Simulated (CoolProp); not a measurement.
The numbers come from the reference Helmholtz-energy equation of state, Akasaka 2024 in CoolProp.

### Question
For R1132(E), give the phase and the Z, speed of sound (m/s) at 305.9 K and 24.2 bar.

### Answer
- 305.9 K and 24.2 bar: liquid; Z 0.0685, speed of sound 456
